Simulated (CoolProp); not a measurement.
Computed with CoolProp (reference Helmholtz-energy equation of state, Thol 2019).

Give the vapour pressure (MPa), enthalpy of vaporisation (kJ/kg), liquid cp (kJ/(kg K)), liquid viscosity (µPa s) of saturated n-hexane at 306.8 K.


```tsv
T (K)	p (MPa)	enthalpy of vaporisation (kJ/kg)	liquid cp (kJ/(kg K))	liquid viscosity (µPa s)
306.8	0.0290	360	2.31	274
```

Viscosity comes from a separate model (Michailidou 2013).
